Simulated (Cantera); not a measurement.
Reactions in the system C-Cu-F

Source: NASA polynomial tables (part measured, part estimated), evaluated in Cantera. Values are per mole of reaction as written; species without (g) are pure solids or liquids, kept so even where they would boil at 1 bar. The tables' values for C2F4 are old estimates.

2 C + 2 CuF2 = C2F4(g) + 2 Cu

| T (K) | ΔH° (kJ) | ΔS° (J/K) | ΔG° (kJ) | log10 K | condensed phases |
|---|---|---|---|---|---|
| 300 | 419.2 | 199.9 | 359.3 | -62.55 | C(graphite), CuF2(s), Cu(s) |
| 1400 | 286.8 | 59.9 | 202.9 | -7.57 | C(graphite), CuF2(l), Cu(l) |
| 1425 | 285.4 | 58.9 | 201.4 | -7.38 | C(graphite), CuF2(l), Cu(l) |
| 1450 | 284.0 | 58.0 | 200.0 | -7.20 | C(graphite), CuF2(l), Cu(l) |
| 1475 | 282.6 | 57.0 | 198.5 | -7.03 | C(graphite), CuF2(l), Cu(l) |
| 1500 | 281.2 | 56.1 | 197.1 | -6.86 | C(graphite), CuF2(l), Cu(l) |
| 1525 | 279.8 | 55.1 | 195.7 | -6.70 | C(graphite), CuF2(l), Cu(l) |
| 1550 | 278.4 | 54.2 | 194.4 | -6.55 | C(graphite), CuF2(l), Cu(l) |
| 1575 | 277.0 | 53.3 | 193.0 | -6.40 | C(graphite), CuF2(l), Cu(l) |
| 1600 | 275.6 | 52.4 | 191.7 | -6.26 | C(graphite), CuF2(l), Cu(l) |
| 1625 | 274.2 | 51.6 | 190.4 | -6.12 | C(graphite), CuF2(l), Cu(l) |
